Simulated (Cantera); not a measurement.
Feed: 1 mol Si, 1.9 mol CO, 2.6 mol N2, at 19500 Torr.

Cantera equilibrium calculation (NASA polynomials, part measured and part estimated; ideal gas, pure solids and liquids). Candidate condensed phases: C, Si, SiC, SiO2, Si2N2O, Si3N4; 34 gas species. N2 is the only nitrogen source here; it is nearly inert below about 1500 K, so the nitride shown seldom forms there in practice. Mutual solubility and eutectic melting of coexisting phases are not modelled. The tables hold silica as quartz up to 1696 K and as liquid above; real silica turns to tridymite and cristobalite and melts near 1996 K. Rates play no part. All values below are at 1075 °C.

Base state: N2 0.990, CO 0.0104 (mole fractions); condensed: C(graphite) + SiO2(β-quartz) + Si2N2O(s).

### Question
What changes in the equilibrium state with this change: Si replaced by Fe?

### Answer
```json
[
 {"species": "N2", "before": "0.990", "after": "0.585"},
 {"species": "CO", "before": "0.0104", "after": "0.402"},
 {"species": "CO2", "before": "8.46e-6", "after": "0.0126"},
 {"species": "C(graphite), mol", "before": "1.87", "after": "0.0558"},
 {"species": "SiO2(β-quartz), mol", "before": "0.915", "after": "0"},
 {"species": "Si2N2O(s), mol", "before": "0.0424", "after": "0"},
 {"species": "Fe(γ), mol", "before": "0", "after": "1.00"}
]
```
Condensed phases not in the tables: cementite and carbon dissolved in iron. Further candidate phases: Fe, Fe(CO)5, FeO, Fe2O3, Fe3O4.
